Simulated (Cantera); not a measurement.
An isothermal, constant-pressure homogeneous reactor starts with 30.3 % CH4, 69.7 % H2, at 1500 K and 0.0263 atm.

Computed with Cantera and GRI-Mech 3.0 (53 species, 325 reactions). GRI-Mech 3.0 stops at C3 and has no aromatics, soot or wall deposition, so with more carbon than oxygen in the feed, carbon stays in small species such as C2H2 where larger ones or solid carbon would form. Radical loss at walls, strong at low pressure, is not modelled.

x: mole fraction; the columns are a selection and need not sum to one.

```csv
t (s),x CH4,x H2,x C2H4,x C2H,x C2H2
5.00e-6,0.303,0.697,<1e-12,<1e-12,<1e-12
2.92e-5,0.303,0.697,<1e-12,<1e-12,<1e-12
0.000171,0.303,0.697,8.84e-12,<1e-12,<1e-12
0.00100,0.303,0.697,?,<1e-12,1.32e-12
0.00585,0.303,0.697,?,<1e-12,2.29e-9
0.0342,0.302,0.697,?,<1e-12,5.37e-6
0.200,0.296,0.701,0.00120,1.57e-10,0.00132
1.17,0.261,0.722,0.00126,1.81e-9,0.0148
6.84,0.147,0.793,?,8.21e-9,0.0591
40.0,0.0292,0.866,?,2.02e-8,0.104
```

Task: Complete the blanks.

Result: 
- 0.00100, x C2H4: 2.40e-9
- 0.00585, x C2H4: 5.02e-7
- 0.0342, x C2H4: 8.19e-5
- 6.84, x C2H4: 0.000794
- 40.0, x C2H4: 0.000706
